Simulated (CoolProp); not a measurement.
R407C at several states: Z from the reference equation and from simpler models built on Tc = 86.2 °C, pc = 4632 kPa, ω = 0.363; each cubic takes its own stable root.

Model: reference Helmholtz-energy equation of state, Lemmon 2003, in CoolProp. It is a pseudo-pure fit of the blend.

| T (°C) | p (kPa) | phase | reference |
|---|---|---|---|
| -54.35 | 22 | gas | 0.9882 |
| 144.15 | 332 | gas | 0.9847 |
| 106.75 | 1100 | gas | 0.9257 |
| 27.95 | 26500 | liquid | 0.7318 |
| -32.25 | 4820 | liquid | 0.1528 |
| 61.95 | 381 | gas | 0.9600 |

Question: How far does each simpler model (van der Waals, Redlich-Kwong, Soave-Redlich-Kwong, Peng-Robinson) lie from the reference over these 6 states: mean and median of the absolute difference, and the worst?

Answer: 
- van der Waals: mean 20.8 %, median 1.0 %, worst +68.7 % at -32.25 °C and 4820 kPa
- Redlich-Kwong: mean 5.2 %, median 0.5 %, worst +17.0 % at -32.25 °C and 4820 kPa
- Soave-Redlich-Kwong: mean 3.9 %, median 0.5 %, worst +11.6 % at -32.25 °C and 4820 kPa
- Peng-Robinson: mean 0.6 %, median 0.4 %, worst -1.7 % at 27.95 °C and 26500 kPa
